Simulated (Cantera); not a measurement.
Charge: 1 mol c-C4F8, 0.12 mol HCl, 0.51 mol H2, at 3150 °C and 750 Torr.

Equilibrium computed with Cantera from the NASA thermochemical tables; the gas is ideal and each condensed phase is pure. Candidate condensed phases: C, C6H6, C7H8, C8H18; 118 gas species. The feed counts by its element totals alone. Gases not in the tables: C2F6 and larger saturated fluorocarbons. Kinetics and transport are ignored.

Base state: F 0.466, CF2 0.209, HF 0.166, CF 0.115, Cl 0.0175, C3 0.0159, CF3 0.00241, C2 0.00176 (mole fractions); condensed: C(graphite).

Q: What changes in the equilibrium state with this change: H2 from 0.51 to 2.1 mol?

A: 
```tsv
species	before	after
HF	0.166	0.549
F	0.466	0.271
CF2	0.209	0.0706
CF	0.115	0.0670
Cl	0.0175	0.0149
C3	0.0159	0.0159
C2H2 (acetylene)	8.33e-7	2.68e-5
H2	4.58e-6	0.000148
C(graphite), mol	1.37	2.47
```
